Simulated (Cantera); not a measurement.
What does this Cantera script print?

```python
import numpy as np
import cantera as ct

gas_names = """
    NO N2O ZrO2
""".split()
cond_names = """
    Zr(a) Zr(b) Zr(L)
""".split()


def load(file, names, dense=False):
    # The tables refer to 1 bar. Condensed volumes are neglected.
    table = {s.name: s for s in ct.Species.list_from_file(file)}
    out = []
    for n in names:
        d = dict(table[n].input_data)
        d["thermo"] = dict(d["thermo"], **{"reference-pressure": 1e5})
        if dense:
            d["equation-of-state"] = {"model": "constant-volume", "density": "1e6 g/cm^3"}
        out.append(ct.Species.from_dict(d))
    return out


species = {s.name: s for s in load("nasa_gas.yaml", gas_names) + load("nasa_condensed.yaml", cond_names)}
# Each term lists the table entries of one substance; the one whose range holds T is used.
reactions = {
    'Zr + 4 NO(g) = 2 N2O(g) + ZrO2(g)':
        [(-1, ['Zr(a)', 'Zr(b)', 'Zr(L)']), (-4, ['NO']), (2, ['N2O']), (1, ['ZrO2'])],
}


def pick(names, T):
    return next(species[n] for n in names if species[n].thermo.min_temp <= T <= species[n].thermo.max_temp)


results = []
for label, terms in reactions.items():
    print(label)
    print("     T/K   dH/kJ  dS/(J/K)   dG/kJ   log10 K")
    for T in [1073, 1123, 1173, 1223, 1273, 1323, 1373, 1423, 1473, 1523]:
        used = [(nu, pick(names, T)) for nu, names in terms]
        dH = sum(nu * s.thermo.h(T) for nu, s in used) / 1e6
        dS = sum(nu * s.thermo.s(T) for nu, s in used) / 1e3
        dG = dH - T * dS / 1e3
        logK = -dG * 1e6 / (ct.gas_constant * T * np.log(10))
        results.append((label, T, dH, dS, dG, logK, [s.name for _, s in used]))
        print(f"{T:8g} {dH:8.1f} {dS:8.1f} {dG:8.1f} {logK:8.2f}")
```

Result:

```
Zr + 4 NO(g) = 2 N2O(g) + ZrO2(g)
     T/K   dH/kJ  dS/(J/K)   dG/kJ   log10 K
    1073   -490.9   -175.4   -302.8    14.74
    1123   -491.0   -175.4   -294.0    13.67
    1173   -494.9   -178.9   -285.1    12.70
    1223   -494.7   -178.7   -276.2    11.79
    1273   -494.6   -178.6   -267.2    10.96
    1323   -494.4   -178.5   -258.3    10.20
    1373   -494.3   -178.4   -249.4     9.49
    1423   -494.2   -178.3   -240.5     8.83
    1473   -494.0   -178.2   -231.5     8.21
    1523   -493.9   -178.1   -222.6     7.64
```

Source: NASA polynomial tables (part measured, part estimated), evaluated in Cantera. Condensed species are held in their standard states even where they would react or evaporate.
